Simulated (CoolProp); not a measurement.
Carbonyl sulfide along the isobar 4.47 MPa: density (kg/m³) from the reference equation and from simpler models built on Tc = 105.6 °C, pc = 6.369 MPa, ω = 0.098; each cubic takes its own stable root.

Computed with CoolProp (reference Helmholtz-energy equation of state, Lemmon 2006). It is a short technical equation, of lower accuracy than the large ones.

```
T (°C)  phase  reference
------  -----  ---------
89.05     gas      146.2
107.45    gas      120.5
125.85    gas      106.3
144.25    gas      96.49
162.75    gas      88.93
181.15    gas      82.89
199.55    gas      77.85
217.95    gas      73.56
236.35    gas      69.82
254.75    gas      66.53
273.15    gas      63.60
291.65    gas      60.95
310.05    gas      58.56
328.45    gas      56.37
346.85    gas      54.37
```

Q: How far does each simpler model (ideal gas, van der Waals, Redlich-Kwong, Soave-Redlich-Kwong, Peng-Robinson) lie from the reference over these 15 states: mean and median of the absolute difference, and the worst?

A: 
- ideal gas: mean 14.1 %, median 10.6 %, worst -39.0 % at 89.05 °C and 4.47 MPa
- van der Waals: mean 2.0 %, median 1.5 %, worst -10.3 % at 89.05 °C and 4.47 MPa
- Redlich-Kwong: mean 0.7 %, median 0.6 %, worst -2.7 % at 89.05 °C and 4.47 MPa
- Soave-Redlich-Kwong: mean 0.6 %, median 0.5 %, worst -1.9 % at 89.05 °C and 4.47 MPa
- Peng-Robinson: mean 1.7 %, median 1.6 %, worst +2.9 % at 107.45 °C and 4.47 MPa
